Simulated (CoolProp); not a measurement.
Saturation properties of ammonia (Tc = 405.6 K, pc = 113.6 bar, ω = 0.256).

The numbers come from the reference Helmholtz-energy equation of state, Gao 2020 in CoolProp.

```json
[
 {"T (K)": "320.7", "p (bar)": "19.07", "vapour density (kg/m³)": "14.78", "surface tension (mN/m)": "15.4", "liquid viscosity (µPa s)": "106", "vapour viscosity (µPa s)": "10.6", "liquid conductivity (mW/(m K))": "423"},
 {"T (K)": "327.3", "p (bar)": "22.61", "vapour density (kg/m³)": "17.60", "surface tension (mN/m)": "14.0", "liquid viscosity (µPa s)": "99.9", "vapour viscosity (µPa s)": "10.8", "liquid conductivity (mW/(m K))": "405"},
 {"T (K)": "333.9", "p (bar)": "26.63", "vapour density (kg/m³)": "20.88", "surface tension (mN/m)": "12.6", "liquid viscosity (µPa s)": "93.8", "vapour viscosity (µPa s)": "11.1", "liquid conductivity (mW/(m K))": "388"},
 {"T (K)": "340.5", "p (bar)": "31.15", "vapour density (kg/m³)": "24.70", "surface tension (mN/m)": "11.2", "liquid viscosity (µPa s)": "88.1", "vapour viscosity (µPa s)": "11.4", "liquid conductivity (mW/(m K))": "370"},
 {"T (K)": "347.1", "p (bar)": "36.23", "vapour density (kg/m³)": "29.15", "surface tension (mN/m)": "9.82", "liquid viscosity (µPa s)": "82.7", "vapour viscosity (µPa s)": "11.7", "liquid conductivity (mW/(m K))": "353"},
 {"T (K)": "353.7", "p (bar)": "41.91", "vapour density (kg/m³)": "34.36", "surface tension (mN/m)": "8.49", "liquid viscosity (µPa s)": "77.6", "vapour viscosity (µPa s)": "12.0", "liquid conductivity (mW/(m K))": "336"},
 {"T (K)": "360.3", "p (bar)": "48.23", "vapour density (kg/m³)": "40.50", "surface tension (mN/m)": "7.19", "liquid viscosity (µPa s)": "72.6", "vapour viscosity (µPa s)": "12.4", "liquid conductivity (mW/(m K))": "319"},
 {"T (K)": "366.9", "p (bar)": "55.23", "vapour density (kg/m³)": "47.80", "surface tension (mN/m)": "5.94", "liquid viscosity (µPa s)": "67.8", "vapour viscosity (µPa s)": "12.8", "liquid conductivity (mW/(m K))": "301"},
 {"T (K)": "373.5", "p (bar)": "62.98", "vapour density (kg/m³)": "56.63", "surface tension (mN/m)": "4.73", "liquid viscosity (µPa s)": "63.0", "vapour viscosity (µPa s)": "13.4", "liquid conductivity (mW/(m K))": "284"},
 {"T (K)": "380.1", "p (bar)": "71.53", "vapour density (kg/m³)": "67.51", "surface tension (mN/m)": "3.57", "liquid viscosity (µPa s)": "58.3", "vapour viscosity (µPa s)": "14.0", "liquid conductivity (mW/(m K))": "266"}
]
```

It boils at 239.8 K under 1 atm.

Viscosity comes from a separate model (Fenghour 1995). Thermal conductivity comes from a separate model (Tufeu 1984). Surface tension comes from a separate correlation (Mulero 2012).
